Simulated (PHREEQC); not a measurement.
Dissolve 0.61 mol/kgw KCl, 0.59 mol/kgw SrCl2 and 0.0001 mol/kgw H4SiO4 at 31 °C. Closed to the air; pH follows from the charge balance.

All values are PHREEQC results (Pitzer model, pitzer.dat), not measurements.

```
quantity               before    after
--------------------  -------  -------
pH                       6.45     6.68
H3SiO4- (mol/kgw)     1.96e-7  1.65e-7
SI of SiO2(a) (SiO2)    -1.34    -1.36
```

**Question.** Which change was made?
(A) H4SiO4 from 0.0001 to 9e-05 mol/kgw
(B) H4SiO4 replaced by K2SiO3 at the same molality
(C) SrCl2 left out
(D) SrCl2 from 0.59 to 2.95 mol/kgw
(E) KCl left out

**Answer.** C, SrCl2 left out

Precipitation was switched off in this run. In brines, pH and single-ion activities rest on the MacInnes convention.
